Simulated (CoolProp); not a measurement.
Properties of R507A along the isobar 2.23 MPa (Tc = 70.6 °C, pc = 3.705 MPa, ω = 0.286).

Computed with CoolProp (reference Helmholtz-energy equation of state, Lemmon 2003). It is a pseudo-pure fit of the blend.

```
T (°C)  phase       Z  cp (kJ/(kg K))  cv (kJ/(kg K))  isothermal compressibility (1/MPa)  expansivity (1/kK)  Prandtl number
------  -----  ------  --------------  --------------  ----------------------------------  ------------------  --------------
69.05     gas  0.7337           1.270          0.9393                              0.6554          (withheld)            1.02
86.65     gas  0.7894           1.186          0.9420                              0.5869               6.091           0.928
104.15    gas  0.8287           1.155          0.9546                              0.5502               4.978           0.886
121.65    gas  0.8583           1.146          0.9715                              0.5269               4.266           0.862
139.25    gas  0.8816           1.147          0.9905                              0.5107               3.763           0.848
156.75    gas  0.9002           1.155           1.010                              0.4989               3.389           0.839
174.25    gas  0.9154           1.166           1.031                              0.4899               3.096           0.833
191.75    gas  0.9280           1.179           1.051                          (withheld)               2.860           0.829
209.35    gas  0.9387           1.193           1.071                              0.4771               2.663           0.827
226.85    gas  0.9476           1.208           1.090                          (withheld)               2.497      (withheld)
```

Question: Fill in the missing entries.

Answer: 
- 69.05, expansivity (1/kK): 8.178
- 191.75, isothermal compressibility (1/MPa): 0.4828
- 226.85, isothermal compressibility (1/MPa): 0.4724
- 226.85, Prandtl number: 0.825

Viscosity comes from a separate model (Geller 2000). Thermal conductivity comes from a separate model (Geller 2001).
